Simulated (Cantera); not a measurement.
Input: 1 mol HMDSO, 10 mol CO₂, 6.1 mol N₂, held at 0.100 bar.

Cantera equilibrium calculation (NASA polynomials, part measured and part estimated; ideal gas, pure solids and liquids). Candidate condensed phases: C, C₆H₆, C₇H₈, C₈H₁₈, H₂O, Si, SiC, SiO₂, Si₂N₂O, Si₃N₄; 151 gas species. The feed counts by its element totals alone. The tables hold silica as quartz up to 1696 K and as liquid above; real silica turns to tridymite and cristobalite and melts near 1996 K. The numbers say what is thermodynamically allowed, not how fast it happens.

Q: Which condensed phases are stable at each of these points (T (°C)): 575, 675, 775, 875, 975, 1075, 1175, 1275, 1375, 1475, 1575, 1675, 1775, 1875?

A: 
```
T (°C)              condensed phases  Si condensed (%)
------  ----------------------------  ----------------
575     C(graphite) + SiO₂(β-quartz)             100.0
675     C(graphite) + SiO₂(β-quartz)             100.0
775                   SiO₂(β-quartz)             100.0
875                   SiO₂(β-quartz)             100.0
975                   SiO₂(β-quartz)             100.0
1075                  SiO₂(β-quartz)             100.0
1175                  SiO₂(β-quartz)             100.0
1275                  SiO₂(β-quartz)             100.0
1375                  SiO₂(β-quartz)             100.0
1475                 SiO₂(condensed)              99.8
1575                 SiO₂(condensed)              99.0
1675                 SiO₂(condensed)              94.8
1775                         SiO₂(l)              80.8
1875                         SiO₂(l)              48.7
```

From 575 °C to 675 °C the condensed part is C(graphite) + SiO₂(β-quartz). From 775 °C to 1375 °C the condensed part is SiO₂(β-quartz). From 1475 °C to 1675 °C the condensed part is SiO₂(condensed). From 1775 °C to 1875 °C the condensed part is SiO₂(l).
